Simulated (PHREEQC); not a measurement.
Make-up at 33 °C: 0.031 mol Cu(NO3)2, 0.00041 mol HNO3 and 0.012 mol FeCl3 per kg of water. Closed to the air; pH follows from the charge balance.

Model: ion-association model, wateq4f.dat, run in PHREEQC.

```csv
quantity,before,after
pH,2.23,1.82
ionic strength (mol/kgw),0.152,0.535
Cl- (mol/kgw),0.0330,0.266
CuCl+ (mol/kgw),0.00134,0.00612
CuCl2 (mol/kgw),1.34e-5,0.000342
SI of Tenorite (CuO),-4.84,-5.92
SI of Atacamite (Cu2(OH)3Cl),-5.87,-6.76
```

**Question.** Name the change that produced these shifts.
(A) FeCl3 from 0.012 to 0.024 mol/kgw
(B) diluted 100-fold with water
(C) FeCl3 replaced by PbCl2 at the same molality
(D) FeCl3 from 0.012 to 0.12 mol/kgw
(E) Cu(NO3)2 from 0.031 to 0.0279 mol/kgw

**Answer.** D, FeCl3 from 0.012 to 0.12 mol/kgw

This is a speciation only: nothing precipitates in the calculation. Some of these states are supersaturated (in Hematite (slow to form), Goethite (slow to form), for instance).
